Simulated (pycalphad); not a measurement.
Source of the numbers: pycalphad with the COST 507 light-alloy database (1999); pressure 1 atm. The database dates from 1999; later assessments differ in places, in temperatures and in the compounds included.

How does the equilibrium phase assembly of Al-16.11Fe-6.82Si (at.%) change on cooling from 1850 K to 500 K?


```csv
T (K),phases above,phases below
1335.4,LIQUID,AL13FE4 + LIQUID
1047.8,AL13FE4 + LIQUID,AL13FE4 + ALFESI_GAMMA + LIQUID
1029 ± 4,AL13FE4 + ALFESI_GAMMA + LIQUID,AL13FE4 + ALFESI_ALPHA + LIQUID
918.0,AL13FE4 + ALFESI_ALPHA + LIQUID,ALFESI_ALPHA + LIQUID
903.1,ALFESI_ALPHA + LIQUID,ALFESI_ALPHA + FCC_A1 + LIQUID
896.9,ALFESI_ALPHA + FCC_A1 + LIQUID,ALFESI_ALPHA + FCC_A1
```
Changes were sought between steps of 75 K, so a narrower field can be missed.

Database names, with the compositions (at.%) that they take in these runs: AL13FE4: Al 74-76 Fe 24 Si 1; ALFESI_ALPHA: Al 73 Fe 19 Si 8. FCC_A1 is fcc.
